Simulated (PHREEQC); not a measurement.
Buffer

Dissolve 5.1 mmol/kgw NaH2PO4 and 16 mmol/kgw Na2CO3 at 25 °C. Closed to the air; pH follows from the charge balance.

Computed with PHREEQC (ion-association model, phreeqc.dat).

This is a speciation only: nothing precipitates in the calculation.

### Question
What pH, specific conductance does the model give?

### Answer
pH 10.27; specific conductance 3070 µS/cm.

### Question
In which forms is P present?

### Answer
HPO4-2 95 %, NaHPO4- 3.0 %, PO4-3 2.2 % of the P.
